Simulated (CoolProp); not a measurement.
Vapour-liquid equilibrium of R143a (1) + n-butane (2) at 0.053 MPa; x and y are mole fractions of (1).

The numbers come from the multi-fluid Helmholtz-energy mixture model, Lemmon and Jacobsen 2000 and Bücker 2006; pair parameters Bell 2016 in CoolProp.

Give the bubble temperature and the first vapour's composition at x = 0.15, 0.45, 0.75. Is there an azeotrope?

x = 0.15: -52.6 °C, y = 0.860; x = 0.45: -57.6 °C, y = 0.905; x = 0.75: -58.3 °C, y = 0.918. No azeotrope shows between x = 0.05 and 0.95.

Pair parameters are fitted to limited data, so mixtures are less certain than the pure fluids. With so large a gap from Raoult's law the liquid may split in two, which this calculation doesn't test in full.
